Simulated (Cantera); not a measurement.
What does this Cantera script print?

```python
import numpy as np
import cantera as ct

gas_names = """
    F F2 N NF NF2 NF3 N2 Si SiF SiF2 SiF3 SiF4 SiN Si2 Si2N Si3
""".split()
cond_names = """
    Si(cr) Si(L) Si3N4(a)
""".split()


# ... load() reads the species with a 1 bar reference pressure and builds the phases ...
atoms = {
    'Si': {'Si': 1},
    'NF3': {'N': 1, 'F': 3},
    'N2': {'N': 2},
}
top_T = {'Si3N4(a)': 2400}  # K; cautious upper limits of use, not melting points


# ... equilibrate(T, P, feed) seeds the gas with the atoms and calls Mixture.equilibrate('TP', solver="vcs", rtol=1e-11, max_steps=5000) ...
results = []
feed = {'Si': 1, 'NF3': 1.2, 'N2': 0.22}  # mol
T = 723.15  # K
P = 133.322  # Pa
mix = equilibrate(T, P, feed)
results.append((T, P, feed, dict(zip(mix.species_names, mix.species_moles))))
print(gas.report(threshold=1e-05))
for i in range(1, mix.n_phases):
    print(f"{mix.phase(i).name:16s} {mix.phase_moles(i):12.5e} mol")
```

Result:

```
       temperature   723.15 K
          pressure   133.32 Pa
           density   0.0015393 kg/m^3
  mean mol. weight   69.42 kg/kmol
   phase of matter   gas

                          1 kg             1 kmol
                     ---------------   ---------------
          enthalpy       -1.2285e+07       -8.5283e+08  J
   internal energy       -1.2372e+07       -8.5884e+08  J
           entropy            5126.7         3.559e+05  J/K
    Gibbs function       -1.5992e+07       -1.1102e+09  J
 heat capacity c_p            969.45             67299  J/K
 heat capacity c_v            849.68             58985  J/K

                      mass frac. Y      mole frac. X     chem. pot. / RT
                     ---------------   ---------------   ---------------
                N2           0.18387           0.45565           -31.506
              SiF4           0.81613           0.54435           -312.83
     [  +14 minor]        2.5759e-08        2.1018e-08

Si(cr)            0.00000e+00 mol
Si3N4(a)          3.33333e-02 mol
```

These are equilibrium values from Cantera (NASA tables, ideal gas, pure condensed phases), not measurements of a reactor.
